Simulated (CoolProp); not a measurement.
Vapour-liquid equilibrium of R125 (1) + R227EA (2) at -29.15 °C; x and y are mole fractions of (1).

Values from CoolProp's multi-fluid Helmholtz-energy mixture model, Lemmon 2005 and Lemmon 2016; pair parameters Bell 2016.

### Question
Give the bubble pressure and the first vapour's composition at x = 0.35, 0.5, 0.8. Is there an azeotrope?

### Answer
x = 0.35: 118.2 kPa, y = 0.680; x = 0.5: 145.2 kPa, y = 0.796; x = 0.8: 199.3 kPa, y = 0.938. No azeotrope shows between x = 0.05 and 0.95.

The pair parameters rest on a limited set of measurements; away from them the model extrapolates.
